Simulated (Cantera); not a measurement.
Feed: 1 mol Ta₂O₅, 0.82 mol CH₄, 0.12 mol H₂, at 1098.15 K and 101000 Pa.

Equilibrium computed with Cantera from the NASA thermochemical tables; the gas is ideal and each condensed phase is pure. Candidate condensed phases: C, C₆H₆, C₇H₈, C₈H₁₈, H₂O, Ta, TaC, Ta₂O₅; 113 gas species. Mutual solubility and eutectic melting of coexisting phases are not modelled. TaC: taken at fixed stoichiometry. Condensed phases not in the tables: Ta₂C. Kinetics and transport are ignored.

Base state: H₂ 0.960, CH₄ 0.0341, CO 0.00535, H₂O 0.000478 (mole fractions); condensed: C(graphite) + TaC(s) + Ta₂O₅(s).

Q: What changes in the equilibrium state with this change: Ta₂O₅ replaced by Fe₂O₃?

A: 
| species | before | after |
|---|---|---|
| H₂ | 0.960 | 0.556 |
| CO | 0.00535 | 0.259 |
| H₂O | 0.000478 | 0.125 |
| CO₂ | 2.64e-6 | 0.0580 |
| CH₄ | 0.0341 | 0.00122 |
| C(graphite), mol | 0.749 | 0 |
| TaC(s), mol | 0.00399 | 0 |
| Ta₂O₅(s), mol | 0.998 | 0 |
| Fe(α), mol | 0 | 0.288 |
| FeO(s), mol | 0 | 1.71 |
The tables' stoichiometric FeO is somewhat more stable than real wüstite, so its field is too wide. FeO: taken at fixed stoichiometry. Further candidate phases: Fe, Fe(CO)₅, FeO, Fe(OH)₂, Fe(OH)₃, Fe₂O₃, Fe₃O₄.
